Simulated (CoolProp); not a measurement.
Acetone along the isotherm 212.75 °C: fugacity coefficient from the reference equation and from simpler models built on Tc = 235.0 °C, pc = 4.692 MPa, ω = 0.307; each cubic takes its own stable root.

Computed with CoolProp (reference Helmholtz-energy equation of state, Lemmon 2006). It is a short technical equation, of lower accuracy than the large ones.

```csv
p (MPa),phase,reference
5.21,liquid,0.4652
10.4,liquid,0.2681
15.6,liquid,0.2040
20.9,liquid,0.1734
26.1,liquid,0.1571
31.3,liquid,0.1479
36.5,liquid,0.1428
41.7,liquid,0.1404
46.9,liquid,0.1400
```

Problem. How far does each simpler model (Redlich-Kwong, Peng-Robinson) lie from the reference over these 9 states: mean and median of the absolute difference, and the worst?

Solution. 
- Redlich-Kwong: mean 32.7 %, median 33.4 %, worst +50.0 % at 212.75 °C and 46.9 MPa
- Peng-Robinson: mean 13.0 %, median 13.5 %, worst +19.7 % at 212.75 °C and 46.9 MPa
